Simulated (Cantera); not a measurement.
Input: 1 mol Si, 0.79 mol O2, 200 mol H2, held at 1725 K.

These are equilibrium values from Cantera (NASA tables, ideal gas, pure condensed phases), not measurements of a reactor. Candidate condensed phases: H2O, Si, SiO2; 18 gas species. Each liquid is taken as pure. Mutual solubility and eutectic melting of coexisting phases are not modelled. The tables hold silica as quartz up to 1696 K and as liquid above; real silica turns to tridymite and cristobalite and melts near 1996 K. Gases not in the tables: Si2H6 and higher silanes. The numbers say what is thermodynamically allowed, not how fast it happens.

Question: Which condensed phases are stable at each of these points (P (Pa)): 0.100, 1, 10, 100, 1000, 10000, 100000, 1000000?

Answer: 
```tsv
P (Pa)	condensed phases	Si condensed (%)
0.100	gas only	0.0
1	gas only	0.0
10	gas only	0.0
100	gas only	0.0
1000	gas only	0.0
10000	SiO2(condensed)	30.6
100000	SiO2(condensed)	53.9
1000000	Si(l) + SiO2(condensed)	64.8
```

From 0.100 Pa to 10.0 mbar nothing is condensed. From 0.100 bar to 1.00 bar the condensed part is SiO2(condensed). At 10.0 bar the condensed part is Si(l) + SiO2(condensed).
